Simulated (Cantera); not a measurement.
Charge: 1 mol Si, 0.27 mol O2, 2.7 mol N2, at 1250 °C and 555 Torr.

These are equilibrium values from Cantera (NASA tables, ideal gas, pure condensed phases), not measurements of a reactor. Candidate condensed phases: Si, SiO2, Si2N2O, Si3N4; 16 gas species. Mutual solubility and eutectic melting of coexisting phases are not modelled. The tables hold silica as quartz up to 1696 K and as liquid above; real silica turns to tridymite and cristobalite and melts near 1996 K. The numbers say what is thermodynamically allowed, not how fast it happens.

Base state: N2 1.000 (mole fractions); condensed: SiO2(β-quartz) + Si2N2O(s).

### Question
What changes in the equilibrium state with this change: 0.61 mol H2O added?

### Answer
| species | before | after |
|---|---|---|
| N2 | 1.000 | 0.798 |
| H2 | 0 | 0.201 |
| H2O | 0 | 0.000137 |
| H | 0 | 1.21e-5 |
| SiO2(β-quartz), mol | 0.0267 | 0.433 |
| Si2N2O(s), mol | 0.487 | 0.283 |
Further candidate phases: H2O.
